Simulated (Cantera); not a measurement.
Mixture: CH3OH : O2 : N2 = 1 : 3.12 : 20.9 (molar parts), at 2400000 Pa, adiabatic and at constant pressure. Ignition delay is the time to a rise of 400 K.

Model: GRI-Mech 3.0 (53 species, 325 reactions), integrated in Cantera. GRI-Mech 3.0 was tuned for natural gas; its chemistry of methanol as a main component is partial and can be far from experiment. The pressure lies above the range GRI-Mech 3.0 was tuned for (to about 10 atm).

What does this change do: pressure from 2400000 Pa to 3400000 Pa?


```
quantity                                                before       after
--------------------------------------------------  ----------  ----------
delay at 1300 K                                       0.253 ms    0.203 ms
delay at 1400 K                                        73.4 µs     58.3 µs
delay at 1500 K                                        27.0 µs     21.2 µs
delay at 1600 K                                        12.0 µs     9.29 µs
delay at 1700 K                                        6.11 µs     4.67 µs
delay at 1800 K                                        3.53 µs     2.63 µs
delay at 1900 K                                        2.29 µs     1.65 µs
apparent activation energy between 1700 and 1900 K  130 kJ/mol  140 kJ/mol
```

What does this change do: O2 3.12 to 1.9 parts?


```json
[
 {"quantity": "delay at 1300 K", "before": "0.253 ms", "after": "0.261 ms"},
 {"quantity": "delay at 1400 K", "before": "73.4 µs", "after": "76.0 µs"},
 {"quantity": "delay at 1500 K", "before": "27.0 µs", "after": "28.0 µs"},
 {"quantity": "delay at 1600 K", "before": "12.0 µs", "after": "12.4 µs"},
 {"quantity": "delay at 1700 K", "before": "6.11 µs", "after": "6.39 µs"},
 {"quantity": "delay at 1800 K", "before": "3.53 µs", "after": "3.75 µs"},
 {"quantity": "delay at 1900 K", "before": "2.29 µs", "after": "2.50 µs"},
 {"quantity": "apparent activation energy between 1700 and 1900 K", "before": "130 kJ/mol", "after": "130 kJ/mol"}
]
```

What does this change do: constant volume in place of constant pressure?


```json
[
 {"quantity": "delay at 1300 K", "before": "0.253 ms", "after": "0.240 ms"},
 {"quantity": "delay at 1400 K", "before": "73.4 µs", "after": "67.3 µs"},
 {"quantity": "delay at 1500 K", "before": "27.0 µs", "after": "23.8 µs"},
 {"quantity": "delay at 1600 K", "before": "12.0 µs", "after": "10.1 µs"},
 {"quantity": "delay at 1700 K", "before": "6.11 µs", "after": "4.92 µs"},
 {"quantity": "delay at 1800 K", "before": "3.53 µs", "after": "2.64 µs"},
 {"quantity": "delay at 1900 K", "before": "2.29 µs", "after": "1.56 µs"},
 {"quantity": "apparent activation energy between 1700 and 1900 K", "before": "130 kJ/mol", "after": "150 kJ/mol"}
]
```
